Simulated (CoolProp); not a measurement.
Model: reference Helmholtz-energy equation of state, Fiedler 2023, in CoolProp.

Question: For tetrahydrofuran, give the phase and the Joule-Thomson coefficient (K/MPa) at 83.15 °C and 0.188 bar; 267.05 °C and 0.711 bar; 243.35 °C and 0.229 bar.

Answer: 
- 83.15 °C and 0.188 bar: gas; Joule-Thomson coefficient 22.2
- 267.05 °C and 0.711 bar: gas; Joule-Thomson coefficient 6.58
- 243.35 °C and 0.229 bar: gas; Joule-Thomson coefficient 7.44
